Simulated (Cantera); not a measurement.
An isothermal, constant-pressure homogeneous reactor starts with NO : N2 = 1 : 0.66 (molar parts), at 1675 K and 0.970 bar. Integrator tolerance rtol = 1e-08.

Detailed kinetics in Cantera: GRI-Mech 3.0 (53 species, 325 reactions).

Q: What does this change do: pressure from 0.970 bar to 0.400 bar?

A: 
```json
[
 {"quantity": "x(NO) at 100 s", "before": "0.0472 (gas-phase equilibrium 0.00297)", "after": "0.109 (gas-phase equilibrium 0.00297)"},
 {"quantity": "x(O2) at 100 s", "before": "0.277 (gas-phase equilibrium 0.300)", "after": "0.246 (gas-phase equilibrium 0.300)"},
 {"quantity": "x(N2) at 100 s", "before": "0.675 (gas-phase equilibrium 0.697)", "after": "0.644 (gas-phase equilibrium 0.697)"},
 {"quantity": "x(N2O) at 100 s", "before": "9.67e-7 (gas-phase equilibrium 1.62e-7)", "after": "4.25e-6 (gas-phase equilibrium 1.04e-7)"},
 {"quantity": "x(NO2) at 100 s", "before": "0.000177 (gas-phase equilibrium 1.16e-5)", "after": "0.000248 (gas-phase equilibrium 7.45e-6)"},
 {"quantity": "x(O) at 100 s", "before": "1.84e-5 (gas-phase equilibrium 1.91e-5)", "after": "2.71e-5 (gas-phase equilibrium 2.98e-5)"}
]
```

Q: What does this change do: NO 1 to 0.13 parts?

A: 
| quantity | before | after |
|---|---|---|
| x(NO) at 100 s | 0.0472 (gas-phase equilibrium 0.00297) | 0.0417 (gas-phase equilibrium 0.00178) |
| x(O2) at 100 s | 0.277 (gas-phase equilibrium 0.300) | 0.0614 (gas-phase equilibrium 0.0814) |
| x(N2) at 100 s | 0.675 (gas-phase equilibrium 0.697) | 0.897 (gas-phase equilibrium 0.917) |
| x(N2O) at 100 s | 9.67e-7 (gas-phase equilibrium 1.62e-7) | 7.52e-7 (gas-phase equilibrium 1.11e-7) |
| x(NO2) at 100 s | 0.000177 (gas-phase equilibrium 1.16e-5) | 7.38e-5 (gas-phase equilibrium 3.61e-6) |
| x(O) at 100 s | 1.84e-5 (gas-phase equilibrium 1.91e-5) | 8.68e-6 (gas-phase equilibrium 9.96e-6) |
